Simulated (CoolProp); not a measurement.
The numbers come from the reference Helmholtz-energy equation of state, Lemmon 2006 in CoolProp. It is a short technical equation, of lower accuracy than the large ones.

Question: Give the vapour pressure (MPa), vapour density (kg/m³), enthalpy of vaporisation (kJ/kg), liquid cp (kJ/(kg K)) of saturated carbonyl sulfide at -26.15, 27.25 °C.

Answer: 
```tsv
T (°C)	p (MPa)	vapour density (kg/m³)	enthalpy of vaporisation (kJ/kg)	liquid cp (kJ/(kg K))
-26.15	0.274	8.48	292	1.22
27.25	1.35	39.3	243	1.38
```
